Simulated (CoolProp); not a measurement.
A closed Brayton cycle with nitrogen: compressor inlet 316.15 K and 7.1 MPa, high pressure 20.9 MPa, turbine inlet 785 K, compressor efficiency 0.85, turbine efficiency 0.85, recuperator effectiveness 0 (on enthalpy, no pinch check). Each further row changes one setting.

Values from CoolProp's reference Helmholtz-energy equation of state, Span 2000.

| case | thermal efficiency (%) | net work (kJ/kg) | compressor to turbine work | compressor exit (K) | turbine exit (K) |
|---|---|---|---|---|---|
| as stated | 12.9 | 48.8 | 0.75 | 452.4 | 615.7 |
| turbine inlet 735 K | 11.3 | 36.3 | 0.80 | 452.4 | 574.9 |
| compressor inlet 326.15 K | 12.1 | 43.9 | 0.78 | 466.6 | 615.7 |
| high pressure 17.8 MPa | 12.0 | 48.2 | 0.72 | 429.4 | 638.2 |
| recuperator effectiveness 0.5 | 16.9 | 48.8 | 0.75 | 452.4 | 615.7 |
